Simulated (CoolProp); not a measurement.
Isobutene along the isotherm 374.6 K: Z from the reference equation and from simpler models built on Tc = 418.1 K, pc = 4.016 MPa, ω = 0.193; each cubic takes its own stable root.

Computed with CoolProp (reference Helmholtz-energy equation of state, Lemmon 2005). It is a short technical equation, of lower accuracy than the large ones.

```json
[
 {"p (MPa)": "0.019", "phase": "gas", "reference": "0.9976"},
 {"p (MPa)": "0.0297", "phase": "gas", "reference": "0.9963"},
 {"p (MPa)": "0.0462", "phase": "gas", "reference": "0.9943"},
 {"p (MPa)": "0.0719", "phase": "gas", "reference": "0.9911"},
 {"p (MPa)": "0.112", "phase": "gas", "reference": "0.9860"},
 {"p (MPa)": "0.174", "phase": "gas", "reference": "0.9781"},
 {"p (MPa)": "0.271", "phase": "gas", "reference": "0.9656"},
 {"p (MPa)": "0.423", "phase": "gas", "reference": "0.9453"},
 {"p (MPa)": "0.658", "phase": "gas", "reference": "0.9125"},
 {"p (MPa)": "1.02", "phase": "gas", "reference": "0.8575"},
 {"p (MPa)": "1.6", "phase": "gas", "reference": "0.7519"},
 {"p (MPa)": "2.48", "phase": "liquid", "reference": "0.09435"},
 {"p (MPa)": "3.87", "phase": "liquid", "reference": "0.1444"},
 {"p (MPa)": "6.02", "phase": "liquid", "reference": "0.2194"}
]
```

**Question.** How far does each simpler model (van der Waals, Redlich-Kwong, Soave-Redlich-Kwong, Peng-Robinson) lie from the reference over these 14 states: mean and median of the absolute difference, and the worst?

**Answer.** 
- van der Waals: mean 51.6 %, median 1.1 %, worst +596.2 % at 374.6 K and 2.48 MPa
- Redlich-Kwong: mean 4.0 %, median 0.3 %, worst +19.3 % at 374.6 K and 2.48 MPa
- Soave-Redlich-Kwong: mean 3.0 %, median 0.2 %, worst +14.6 % at 374.6 K and 2.48 MPa
- Peng-Robinson: mean 0.3 %, median 0.1 %, worst -1.5 % at 374.6 K and 6.02 MPa

At some of these states van der Waals gives the other phase, because its saturation line lies elsewhere.
